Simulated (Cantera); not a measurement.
A diamond (100) surface in a fixed gas of H2 with x(CH4) = 0.016, x(H) = 0.0003, x(CH3) = 0.00081, at 1400 K; coverages are run to steady state.

Computed with Cantera and the Harris–Goodwin 1993 mechanism for the reconstructed diamond (100) surface.

θ: site fractions in the mechanism's names (c6HH fully hydrogenated, c6H* and c6*H radical sites, c6** diradical, c6HM methylated).

```tsv
P (Pa)	growth (µm/h)	θ c6HH	θ c6H*	θ c6*H	θ c6**	θ c6HM
780	(withheld)	0.529	0.0450	0.412	0.0128	2.28e-5
1100	(withheld)	0.531	0.0449	0.411	0.0127	3.21e-5
1600	(withheld)	0.533	0.0447	0.409	0.0126	4.68e-5
2300	(withheld)	0.534	0.0446	0.408	0.0125	6.74e-5
3400	(withheld)	0.534	0.0445	0.407	0.0124	0.000100
4800	(withheld)	0.534	0.0444	0.407	0.0122	0.000142
7000	(withheld)	0.534	0.0444	0.406	0.0121	0.000209
10000	(withheld)	0.534	0.0443	0.406	0.0120	0.000302
```

Complete the blanks.


- 780, growth (µm/h): 0.0104
- 1100, growth (µm/h): 0.0203
- 1600, growth (µm/h): 0.0417
- 2300, growth (µm/h): 0.0833
- 3400, growth (µm/h): 0.173
- 4800, growth (µm/h): 0.325
- 7000, growth (µm/h): 0.636
- 10000, growth (µm/h): 1.17
